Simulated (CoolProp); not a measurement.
Chlorine along the isobar 20 MPa: Z from the reference equation and from simpler models built on Tc = 416.9 K, pc = 7.642 MPa, ω = 0.070; each cubic takes its own stable root.

Model: reference Helmholtz-energy equation of state, Thol 2021, in CoolProp.

```csv
T (K),phase,reference,van der Waals,Redlich-Kwong
242.4,liquid,0.4436,0.6897,0.4769
252.2,liquid,0.4331,0.6704,0.4652
262.1,liquid,0.4235,0.6526,0.4547
271.9,liquid,0.4151,0.6366,0.4455
281.7,liquid,0.4075,0.6220,0.4374
291.5,liquid,0.4007,0.6088,0.4303
301.4,liquid,?,0.5967,0.4242
311.2,liquid,0.3893,0.5859,0.4191
321,liquid,0.3848,0.5761,0.4148
330.8,liquid,0.3810,0.5673,?
340.7,liquid,0.3779,0.5595,?
```

### Question
What belongs in the gaps?

### Answer

- 301.4, reference: 0.3946
- 330.8, Redlich-Kwong: 0.4115
- 340.7, Redlich-Kwong: 0.4090
